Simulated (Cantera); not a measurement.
A Cantera script and its output.

```python
import numpy as np
import cantera as ct

gas = ct.Solution("gri30.yaml")
gas.TPX = 548, 13332, {'CH4': 1, 'O2': 2.33, 'N2': 8.74, 'CO2': 0.098}
flame = ct.FreeFlame(gas, width=0.16)
flame.set_refine_criteria(ratio=3, slope=0.08, curve=0.16)
flame.transport_model = "mixture-averaged"
flame.solve(loglevel=0, auto=True)
z, T = flame.grid, flame.T
thick = (T[-1] - T[0]) / np.gradient(T, z).max()
show = ['CH4', 'O2', 'C2H6', 'H2O', 'CH2CO', 'CH2O']
print(f"laminar burning velocity  {flame.velocity[0] * 100:.3f} cm/s")
print(f"burnt temperature         {T[-1]:.1f} K")
print(f"thermal thickness         {thick * 1e3:.4f} mm")
print(f"grid points               {len(z)}")
z0 = z[flame.heat_release_rate.argmax()]
print(f"{'z/mm':>9s}{'T/K':>9s}{'u/(m/s)':>9s}" + "".join(f"{s:>11s}" for s in show))
rows = []
for k in (-3, -2, -1.5, -1, -0.5, -0.25, 0, 0.25, 0.5, 1, 2, 4, 8):
    zz = z0 + k * thick
    rows.append([k * thick, np.interp(zz, z, T), np.interp(zz, z, flame.velocity),
                 *(np.interp(zz, z, flame.X[gas.species_index(s)]) for s in show)])
    print(f"{rows[-1][0] * 1e3:9.3f}{rows[-1][1]:9.1f}{rows[-1][2]:9.3f}" + "".join(f"{x:11.3e}" for x in rows[-1][3:]))
```

Result:

```
laminar burning velocity  143.256 cm/s
burnt temperature         2182.1 K
thermal thickness         2.1507 mm
grid points               158
     z/mm      T/K  u/(m/s)        CH4         O2       C2H6        H2O      CH2CO       CH2O
   -6.452    548.0    1.433  8.214e-02  1.914e-01  7.086e-09  5.341e-06  2.865e-12  3.278e-08
   -4.301    548.4    1.436  8.201e-02  1.912e-01  2.312e-07  7.710e-05  1.130e-10  7.941e-07
   -3.226    551.1    1.445  8.168e-02  1.907e-01  2.600e-06  4.683e-04  1.674e-09  5.894e-06
   -2.151    584.9    1.541  7.935e-02  1.880e-01  5.351e-05  4.525e-03  8.272e-08  4.803e-05
   -1.075    873.9    2.335  6.087e-02  1.657e-01  6.270e-04  3.540e-02  5.913e-06  3.457e-04
   -0.538   1238.2    3.346  3.484e-02  1.303e-01  6.158e-04  7.365e-02  3.509e-05  8.457e-04
    0.000   1596.3    4.353  9.399e-03  8.645e-02  5.684e-05  1.132e-01  5.402e-05  7.254e-04
    0.538   1741.4    4.760  9.705e-04  5.955e-02  3.864e-07  1.326e-01  1.208e-05  1.429e-04
    1.075   1772.2    4.836  5.515e-05  4.930e-02  6.808e-10  1.371e-01  7.332e-07  9.445e-06
    2.151   1796.1    4.880  1.861e-07  4.369e-02  1.180e-14  1.366e-01  1.707e-09  3.334e-08
    4.301   1825.9    4.942  2.568e-11  4.109e-02  8.498e-21  1.358e-01  1.671e-13  1.359e-11
    8.603   1866.5    5.036  6.193e-15  3.971e-02  3.132e-25  1.377e-01  4.285e-17  7.713e-12
   17.206   1924.6    5.172  2.368e-18  3.818e-02  2.949e-30  1.413e-01  5.156e-21  6.685e-12
```

Computed with Cantera and GRI-Mech 3.0 (53 species, 325 reactions). Burning velocities carry a grid error of a few per cent, more on coarse grids.
